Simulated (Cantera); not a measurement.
# Premixed flame

A freely propagating, adiabatic, planar premixed flame of 2.26 % C₃H₈, 17.2 % O₂, 80.6 % N₂, unburnt at 723 K and 0.250 bar; mixture-averaged transport, grid criteria slope 0.08 and curve 0.16, no radiation.

Model: GRI-Mech 3.0 (53 species, 325 reactions), integrated in Cantera. GRI-Mech 3.0 was tuned for natural gas; its chemistry of propane as a main component is partial and can be far from experiment. Burning velocities carry a grid error of a few per cent, more on coarse grids.

```csv
z (mm),T (K),u (m/s),x C₃H₈,x O₂,x OH,x CH₃,x N₂O,x H₂O
-3.76,723,1.63,0.0226,0.171,<1e-8,1.70e-7,<1e-8,2.80e-5
-2.50,724,1.63,0.0226,0.171,<1e-8,1.45e-6,<1e-8,0.000215
-1.88,727,1.64,0.0226,0.171,3.04e-8,5.54e-6,<1e-8,0.000791
-1.25,747,1.69,0.0223,0.169,7.04e-7,2.90e-5,<1e-8,0.00356
-0.626,907,2.08,0.0178,0.153,2.59e-5,0.000388,<1e-8,0.0197
-0.313,1150,2.68,0.00791,0.129,0.000306,0.00123,<1e-8,0.0405
0,1433,3.39,0.000583,0.0982,0.00185,0.000750,1.36e-8,0.0629
0.313,1558,3.70,3.09e-6,0.0794,0.00376,6.75e-5,2.95e-8,0.0740
0.626,1591,3.77,<1e-8,0.0714,0.00467,4.05e-6,4.49e-8,0.0771
1.25,1627,3.84,<1e-8,0.0654,0.00542,2.20e-8,5.87e-8,0.0770
2.50,1678,3.94,<1e-8,0.0615,0.00595,<1e-8,6.25e-8,0.0764
5.01,1741,4.07,<1e-8,0.0594,0.00607,<1e-8,6.83e-8,0.0783
10.0,1809,4.21,<1e-8,0.0583,0.00568,<1e-8,8.15e-8,0.0814
```
x: mole fraction of selected species; z is measured from the peak of heat release.

```json
{
  "laminar_burning_velocity": "163 cm/s",
  "thermal_thickness": "1.25 mm",
  "peak x(OH)": "0.00609",
  "peak x(CH₃)": "0.00135",
  "grid_points": "128"
}
```
